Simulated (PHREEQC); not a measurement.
0.23 g of hydrous ferric oxide (600 m²/g; 0.2 weak and 0.005 strong sites per Fe, Dzombak-Morel constants, diffuse double layer) in 1 kg of water with 0.3 mol/kgw of an inert sodium salt and 0.00076 mmol/kgw CaCl2, at 25 °C; the pH is set by adding NaOH or the inert anion's acid. Oxygen is held at 0.21 atm. No CO2 enters from the air. Nothing may precipitate in this run.

The series has 17 steps of pH, from 4 to 12.

Model: ion-association model, wateq4f.dat, run in PHREEQC.

Task: Near which pH is half of the Ca sorbed, and on which side is more sorbed?

Result: Near pH 8.5, with more sorbed at higher pH.
